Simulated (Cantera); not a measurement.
Ignition delay

Mixture: CH4 : C2H6 : O2 : N2 = 1 : 0.082 : 1.2 : 6.26 (molar parts), at 3.36 atm, adiabatic and at constant volume. Ignition delay is the time to a rise of 400 K.

Detailed kinetics in Cantera: GRI-Mech 3.0 (53 species, 325 reactions).

```tsv
T0 (K)	delay (ms)
1073	17.5
1148	7.30
1223	3.35
1298	1.59
1373	0.754
1448	0.360
1523	0.175
```

| Item | Result |
|---|---|
| apparent activation energy between 1373 and 1523 K | 170 kJ/mol |
